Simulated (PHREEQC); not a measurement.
**Metal-bearing waste water: an equilibrium model**

Solution (25 °C): 0.023 mol/kgw FeSO4, 0.23 mol/kgw CuCl2, 0.016 mol/kgw HCl and 0.053 mol/kgw Na2SO4. Closed to the air; pH follows from the charge balance.

The numbers come from PHREEQC with the ion-association model, wateq4f.dat.

* **pH**: 2.13
* **ionic strength**: 0.699 mol/kgw
* **activity of water**: 0.986
* **total alkalinity**: -16.0 meq/kg

```json
[
 {"species": "Cl-", "molality": "0.428", "activity": "0.266", "log γ": "-0.207"},
 {"species": "Cu+2", "molality": "0.154", "activity": "0.0349", "log γ": "-0.644"},
 {"species": "Na+", "molality": "0.103", "activity": "0.0728", "log γ": "-0.151"},
 {"species": "CuCl+", "molality": "0.0399", "activity": "0.0250", "log γ": "-0.203"},
 {"species": "CuSO4", "molality": "0.0331", "activity": "0.0389", "log γ": "0.070"},
 {"species": "SO4-2", "molality": "0.0304", "activity": "0.00545", "log γ": "-0.747"}
]
```

Precipitation was switched off in this run.
